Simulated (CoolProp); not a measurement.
Computed with CoolProp (reference Helmholtz-energy equation of state, Lemmon 2006). It is a short technical equation, of lower accuracy than the large ones.

Task: Give the vapour pressure (kPa), liquid density (kg/m³), enthalpy of vaporisation (kJ/kg), liquid cp (kJ/(kg K)) of saturated carbon monoxide at 125.5, 127.4 K.

Result: 
| T (K) | p (kPa) | liquid density (kg/m³) | enthalpy of vaporisation (kJ/kg) | liquid cp (kJ/(kg K)) |
|---|---|---|---|---|
| 125.5 | 2480 | 521 | 104 | 4.25 |
| 127.4 | 2710 | 497 | 92.1 | 5.09 |
